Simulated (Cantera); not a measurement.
## Hydrocarbon pyrolysis for carbon deposition

An isothermal, constant-pressure homogeneous reactor starts with CH4 : H2 = 1 : 8.3 (molar parts), at 1625 K and 0.00464 atm.

Model: GRI-Mech 3.0 (53 species, 325 reactions), integrated in Cantera. GRI-Mech 3.0 stops at C3 and has no aromatics, soot or wall deposition, so with more carbon than oxygen in the feed, carbon stays in small species such as C2H2 where larger ones or solid carbon would form. Radical loss at walls, strong at low pressure, is not modelled.

```json
[
 {"t (s)": "2.00e-5", "x CH4": "0.108", "x H2": "0.892", "x C2H": "<1e-12", "x H": "6.27e-8", "x CH2": "<1e-12", "x CH3": "7.23e-8"},
 {"t (s)": "5.64e-5", "x CH4": "0.108", "x H2": "0.892", "x C2H": "<1e-12", "x H": "1.59e-7", "x CH2": "<1e-12", "x CH3": "2.21e-7"},
 {"t (s)": "0.000159", "x CH4": "0.108", "x H2": "0.892", "x C2H": "<1e-12", "x H": "3.81e-7", "x CH2": "<1e-12", "x CH3": "6.92e-7"},
 {"t (s)": "0.000448", "x CH4": "0.108", "x H2": "0.892", "x C2H": "<1e-12", "x H": "9.51e-7", "x CH2": "1.19e-12", "x CH3": "2.07e-6"},
 {"t (s)": "0.00126", "x CH4": "0.108", "x H2": "0.892", "x C2H": "<1e-12", "x H": "2.55e-6", "x CH2": "1.30e-11", "x CH3": "5.98e-6"},
 {"t (s)": "0.00356", "x CH4": "0.108", "x H2": "0.892", "x C2H": "<1e-12", "x H": "7.05e-6", "x CH2": "1.18e-10", "x CH3": "1.70e-5"},
 {"t (s)": "0.0100", "x CH4": "0.107", "x H2": "0.892", "x C2H": "<1e-12", "x H": "1.97e-5", "x CH2": "9.74e-10", "x CH3": "4.80e-5"},
 {"t (s)": "0.0283", "x CH4": "0.107", "x H2": "0.892", "x C2H": "<1e-12", "x H": "5.55e-5", "x CH2": "7.69e-9", "x CH3": "0.000135"},
 {"t (s)": "0.0797", "x CH4": "0.107", "x H2": "0.892", "x C2H": "7.66e-12", "x H": "0.000157", "x CH2": "5.80e-8", "x CH3": "0.000382"},
 {"t (s)": "0.225", "x CH4": "0.104", "x H2": "0.894", "x C2H": "1.36e-9", "x H": "0.000406", "x CH2": "3.25e-7", "x CH3": "0.000952"},
 {"t (s)": "0.634", "x CH4": "0.0871", "x H2": "0.903", "x C2H": "1.93e-8", "x H": "0.000554", "x CH2": "4.78e-7", "x CH3": "0.00108"},
 {"t (s)": "1.79", "x CH4": "0.0566", "x H2": "0.919", "x C2H": "5.71e-8", "x H": "0.000612", "x CH2": "3.89e-7", "x CH3": "0.000762"},
 {"t (s)": "5.03", "x CH4": "0.0257", "x H2": "0.936", "x C2H": "1.09e-7", "x H": "0.000724", "x CH2": "2.60e-7", "x CH3": "0.000402"},
 {"t (s)": "14.2", "x CH4": "0.00825", "x H2": "0.946", "x C2H": "1.60e-7", "x H": "0.000881", "x CH2": "1.31e-7", "x CH3": "0.000156"},
 {"t (s)": "40.0", "x CH4": "0.00237", "x H2": "0.949", "x C2H": "1.88e-7", "x H": "0.000983", "x CH2": "4.85e-8", "x CH3": "4.99e-5"}
]
```
x: mole fraction; the columns are a selection and need not sum to one.

Equilibrium at this temperature and pressure: CH4 0.000234, H2 0.950, C2H 1.97e-7, H 0.00101, CH2 5.15e-9, CH3 5.05e-6 (gas phase only).
